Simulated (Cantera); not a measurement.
A closed system holds: 1 mol C, 1.1 mol CO₂, 26 mol N₂, 0.48 mol NH₃, held at 2100 K and 47.0 Pa.

Method: chemical equilibrium by Gibbs-energy minimisation in Cantera with the NASA 1993 tables (ideal gas, pure condensed phases). Candidate condensed phases: C, C₆H₆, C₇H₈, C₈H₁₈, H₂O; 136 gas species. Equilibrium is a limit: real reactors are often held back by kinetics, nucleation or transport.

Base state: N₂ 0.895, CO 0.0702, H 0.0172, H₂ 0.0144, H₂O 0.00148, CO₂ 0.00146, OH 0.000211, O 0.000180 (mole fractions); condensed: gas only.

**Question.** What changes in the equilibrium state with this change: C replaced by C₂H₂?

**Answer.** 
| species | before | after |
|---|---|---|
| N₂ | 0.895 | 0.855 |
| CO | 0.0702 | 0.0719 |
| H₂ | 0.0144 | 0.0397 |
| H | 0.0172 | 0.0286 |
| HCN | <1e-9 | 0.00395 |
| H₂O | 0.00148 | <1e-9 |
| CO₂ | 0.00146 | <1e-9 |
| HNC | <1e-9 | 0.000267 |
| C(graphite), mol | 0 | 0.764 |

**Question.** What changes in the equilibrium state with this change: temperature from 2100 K to 2400 K?

**Answer.** 
```json
[
 {"species": "N₂", "before": "0.895", "after": "0.882"},
 {"species": "CO", "before": "0.0702", "after": "0.0702"},
 {"species": "H", "before": "0.0172", "after": "0.0415"},
 {"species": "H₂", "before": "0.0144", "after": "0.00320"},
 {"species": "H₂O", "before": "0.00148", "after": "0.000110"},
 {"species": "O", "before": "0.000180", "after": "0.00227"},
 {"species": "O₂", "before": "7.91e-6", "after": "3.22e-5"}
]
```
